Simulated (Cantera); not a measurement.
**Reactions in the system F-O-Pb**

Standard-state values (1 bar) from the NASA 1993 polynomials, evaluated with Cantera. Values are per mole of reaction as written; species without (g) are pure solids or liquids, kept so even where they would boil at 1 bar.

O₃(g) + 3 PbF₂ = 6 F(g) + 3 PbO(g)

| T (K) | ΔH° (kJ) | ΔS° (J/K) | ΔG° (kJ) | log10 K |
|---|---|---|---|---|
| 300 | 2576.3 | 1094.6 | 2247.9 | -391.39 |
| 423 | 2572.7 | 1084.7 | 2113.8 | -261.03 |
| 473 | 2570.6 | 1080.1 | 2059.7 | -227.46 |
| 523 | 2568.2 | 1075.2 | 2005.8 | -200.33 |
| 573 | 2565.5 | 1070.4 | 1952.2 | -177.96 |
| 623 | 2555.3 | 1053.1 | 1899.2 | -159.23 |
| 673 | 2545.1 | 1037.3 | 1846.9 | -143.34 |
| 723 | 2534.0 | 1021.5 | 1795.5 | -129.71 |
| 773 | 2524.2 | 1008.4 | 1744.7 | -117.89 |
| 823 | 2516.5 | 998.7 | 1694.6 | -107.55 |

2 PbF₂ + O₂(g) = 2 F₂(g) + 2 PbO

```tsv
T (K)	ΔH° (kJ)	ΔS° (J/K)	ΔG° (kJ)	log10 K	condensed phases
300	915.1	107.0	883.0	-153.74	PbF₂(s), PbO(red)
423	913.0	101.3	870.2	-107.45	PbF₂(s), PbO(red)
473	912.3	99.6	865.2	-95.54	PbF₂(s), PbO(red)
523	911.5	98.1	860.2	-85.91	PbF₂(s), PbO(red)
573	910.8	96.7	855.4	-77.97	PbF₂(s), PbO(red)
623	905.1	87.2	850.8	-71.33	PbF₂(s), PbO(red)
673	899.6	78.7	846.7	-65.71	PbF₂(s), PbO(red)
723	893.7	70.2	842.9	-60.90	PbF₂(s), PbO(red)
773	888.9	63.8	839.6	-56.73	PbF₂(s), PbO(yellow)
823	885.0	58.9	836.5	-53.09	PbF₂(s), PbO(yellow)
```
